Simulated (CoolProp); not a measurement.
The fluid at 298.15 K and 0.269 MPa (stagnation) flows isentropically through a choked orifice. The same conditions are run with several fluids, on thermodynamics alone (safety and materials aside).

Model: reference Helmholtz-energy equation of state of each fluid (chlorine: Thol 2021; normal hydrogen: Leachman 2009; ethylene: Smukala 2000; R125: Lemmon 2005), in CoolProp.

```
fluid            throat to inlet pressure ratio  mass flux (kg/(m² s))  throat temperature (K)
---------------  ------------------------------  ---------------------  ----------------------
chlorine                                  0.540                    984                   255.3
normal hydrogen                           0.525                    166                   247.2
ethylene                                  0.552                    600                   264.2
R125                                      0.588                   1190                   283.5
```
